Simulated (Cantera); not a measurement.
Cantera run, input and output.

```python
import numpy as np
import cantera as ct

gas = ct.Solution("gri30.yaml")
gas.TPX = 1250, 13332, {'C2H6': 1, 'N2': 33}
reactor = ct.IdealGasConstPressureReactor(gas, energy="off", clone=False)
net = ct.ReactorNet([reactor])
net.rtol, net.atol = 1e-08, 1e-18
show = ['C2H6', 'H2', 'CH2', 'H', 'CH4', 'C2H4', 'C2H2']
times = np.geomspace(9e-06, 100, 14)

steps = ct.SolutionArray(gas, extra=["t"])
rows = []
print(f"{'t/s':>10s}{'T/K':>9s}{'P/Pa':>11s}" + "".join(f"{s:>11s}" for s in show))
for t in times:
    while net.time < t:
        t_next = net.step()
        steps.append(gas.state, t=t_next)
    rows.append([np.interp(t, steps.t, y) for y in (steps.T, steps.P, *steps(*show).X.T)])
    print(f"{t:10.3e}{rows[-1][0]:9.1f}{rows[-1][1]:11.4g}" + "".join(f"{x:11.3e}" for x in rows[-1][2:]))
rate = np.gradient(steps.T, steps.t)
print("integrator steps:", len(steps.t))
if steps.T.max() > steps.T[0] + 200:
    print(f"time of steepest temperature rise: {steps.t[rate.argmax()]:.4e} s")
gas.TPX = 1250, 13332, {'C2H6': 1, 'N2': 33}
gas.equilibrate("TP")
print(f"equilibrium (TP): T = {gas.T:.1f} K  " + "  ".join(f"{s} {gas[s].X[0]:.3e}" for s in show))
```

Output:

```
       t/s      T/K       P/Pa       C2H6         H2        CH2          H        CH4       C2H4       C2H2
 9.000e-06   1250.0  1.333e+04  2.941e-02  2.291e-10  2.599e-14  3.674e-10  3.117e-09  2.843e-10  1.469e-17
 3.135e-05   1250.0  1.333e+04  2.941e-02  6.997e-09  1.005e-12  4.264e-09  3.755e-08  1.015e-08  2.032e-15
 1.092e-04   1250.0  1.333e+04  2.941e-02  3.349e-07  3.332e-11  5.867e-08  4.456e-07  3.891e-07  6.440e-13
 3.804e-04   1250.0  1.333e+04  2.937e-02  1.410e-05  7.989e-10  6.702e-07  4.982e-06  1.480e-05  6.231e-10
 1.325e-03   1250.0  1.333e+04  2.895e-02  3.514e-04  8.804e-09  3.515e-06  4.828e-05  3.643e-04  3.929e-07
 4.615e-03   1250.0  1.333e+04  2.623e-02  2.668e-03  1.807e-08  5.189e-06  3.502e-04  2.764e-03  2.610e-05
 1.607e-02   1250.0  1.333e+04  1.746e-02  1.041e-02  1.544e-08  6.362e-06  1.528e-03  1.021e-02  4.549e-04
 5.599e-02   1250.0  1.333e+04  3.186e-03  2.545e-02  5.328e-09  7.582e-06  4.073e-03  1.916e-02  4.153e-03
 1.950e-01   1250.0  1.333e+04  1.173e-04  3.437e-02  2.292e-10  2.356e-06  4.702e-03  1.500e-02  1.086e-02
 6.793e-01   1250.0  1.333e+04  8.057e-06  3.864e-02  1.617e-11  6.981e-07  4.729e-03  1.066e-02  1.517e-02
 2.366e+00   1250.0  1.333e+04  2.589e-06  4.266e-02  5.523e-12  4.471e-07  4.726e-03  6.424e-03  1.930e-02
 8.242e+00   1250.0  1.333e+04  9.684e-07  4.675e-02  2.830e-12  3.489e-07  4.722e-03  2.097e-03  2.351e-02
 2.871e+01   1250.0  1.333e+04  4.935e-07  4.787e-02  1.912e-12  2.933e-07  4.721e-03  9.131e-04  2.466e-02
 1.000e+02   1250.0  1.333e+04  4.863e-07  4.789e-02  1.897e-12  2.923e-07  4.722e-03  8.945e-04  2.468e-02
integrator steps: 1305
equilibrium (TP): T = 1250.0 K  C2H6 1.981e-07  H2 5.073e-02  CH2 1.176e-12  H 3.002e-07  CH4 3.113e-03  C2H4 3.427e-04  C2H2 8.924e-03
```

Cantera simulation using GRI-Mech 3.0 (53 species, 325 reactions); the numbers are that mechanism's predictions, not measurements. GRI-Mech 3.0 stops at C3 and has no aromatics, soot or wall deposition, so with more carbon than oxygen in the feed, carbon stays in small species such as C2H2 where larger ones or solid carbon would form.
